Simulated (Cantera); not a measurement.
Feed: 1 mol CH2F2, 0.1 mol HCl, equilibrated at 1077 °C and 1.90 mbar.

These are equilibrium values from Cantera (NASA tables, ideal gas, pure condensed phases), not measurements of a reactor. Candidate condensed phases: C, C6H6, C7H8, C8H18; 118 gas species. Kinetics and transport are ignored.

Base state: HF 0.952, HCl 0.0474, Cl 0.000210, H2 0.000105 (mole fractions); condensed: C(graphite).

Task: What changes in the equilibrium state with this change: CH2F2 replaced by c-C4F8?

Result: 
```csv
species,before,after
CF4,<1e-9,0.914
HF,0.952,0.0452
Cl,0.000210,0.0322
HCl,0.0474,0.00114
CClF3,<1e-9,0.00213
H2,0.000105,<1e-9
CF2,<1e-9,7.74e-5
Cl2,2.32e-7,0.00542
CF3,<1e-9,1.86e-5
"C(graphite), mol",1.00,2.02
```
The feed counts by its element totals alone. Gases not in the tables: C2F6 and larger saturated fluorocarbons.
